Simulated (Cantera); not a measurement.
An adiabatic, constant-pressure homogeneous reactor starts with C₃H₈ : O₂ : N₂ = 1 : 3.57 : 13.4 (molar parts), equivalence ratio 1.4, at 1498 K and 7500 Torr. Integrator tolerance rtol = 1e-08.

Detailed kinetics in Cantera: GRI-Mech 3.0 (53 species, 325 reactions). GRI-Mech 3.0 was tuned for natural gas; its chemistry of propane as a main component is partial and can be far from experiment.

What does this change do: C3H8 1 to 0.78 parts?


```
quantity                                                            before                                  after
---------------------------------  ---------------------------------------  -------------------------------------
time of steepest temperature rise                                  21.7 µs                                21.3 µs
temperature at 0.100 s                                              2913 K                                 2941 K
equilibrium temperature                                             2913 K                                 2941 K
x(C₃H₈) at 0.100 s                   <1e-12 (gas-phase equilibrium <1e-12)  <1e-12 (gas-phase equilibrium <1e-12)
x(O₂) at 0.100 s                   0.00115 (gas-phase equilibrium 0.00115)  0.0101 (gas-phase equilibrium 0.0101)
x(CO₂) at 0.100 s                    0.0448 (gas-phase equilibrium 0.0448)  0.0655 (gas-phase equilibrium 0.0655)
x(CH₂CO) at 0.100 s                  <1e-12 (gas-phase equilibrium <1e-12)  <1e-12 (gas-phase equilibrium <1e-12)
x(C₂H₂) at 0.100 s                   <1e-12 (gas-phase equilibrium <1e-12)  <1e-12 (gas-phase equilibrium <1e-12)
```
